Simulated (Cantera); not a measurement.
# Iron carbonyl, mercury and lead vapours: PbO + H2

Feed: 1 mol PbO, a varied amount of H2, at 702 °C and 480 Torr.

Method: chemical equilibrium by Gibbs-energy minimisation in Cantera with the NASA 1993 tables (ideal gas, pure condensed phases). Candidate condensed phases: H2O, Pb, PbO, PbO2, Pb3O4; 12 gas species. Kinetics and transport are ignored.

```tsv
n(H2) (mol)	x H2O	x H2	x Pb	x PbO	n Pb(l)	n PbO(yellow)
0.092	1.000	0.000134	1.43e-5	2.03e-7	0.0920	0.908
0.19	1.000	0.000134	1.43e-5	2.03e-7	0.190	0.810
0.29	1.000	0.000134	1.43e-5	2.03e-7	0.290	0.710
0.38	1.000	0.000134	1.43e-5	2.03e-7	0.380	0.620
0.48	1.000	0.000134	1.43e-5	2.03e-7	0.480	0.520
0.57	1.000	0.000134	1.43e-5	2.03e-7	0.570	0.430
0.67	1.000	0.000134	1.43e-5	2.03e-7	0.670	0.330
0.77	1.000	0.000134	1.43e-5	2.03e-7	0.770	0.230
0.86	1.000	0.000134	1.43e-5	2.03e-7	0.860	0.140
0.96	1.000	0.000134	1.43e-5	2.03e-7	0.960	0.0401
1.1	0.909	0.0909	1.43e-5	2.72e-10	1.000	0
1.2	0.833	0.167	1.43e-5	1.36e-10	1.000	0
```
x: gas mole fraction; n: condensed amount in mol.

From 0.092 mol H2 to 0.96 mol H2 the condensed part is Pb(l) + PbO(yellow). From 1.1 mol H2 to 1.2 mol H2 the condensed part is Pb(l). The main Pb-bearing gas is Pb throughout.
